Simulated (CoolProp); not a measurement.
Vapour-liquid equilibrium of R125 (1) + fluoroethane (R161) (2) at 0.827 MPa; x and y are mole fractions of (1).

Computed with CoolProp (multi-fluid Helmholtz-energy mixture model, Lemmon 2005 and Wu 2012; pair parameters Bell 2016).

Q: Give the bubble temperature and the first vapour's composition at x = 0.25, 0.55, 0.85. Is there an azeotrope?

A: x = 0.25: 290.2 K, y = 0.324; x = 0.55: 285.0 K, y = 0.644; x = 0.85: 281.2 K, y = 0.882. No azeotrope shows between x = 0.05 and 0.95.

The pair parameters rest on a limited set of measurements; away from them the model extrapolates. The gap from Raoult's law changes sign with composition, which may be real or a fault of the pair parameters; it wasn't checked against measurements.
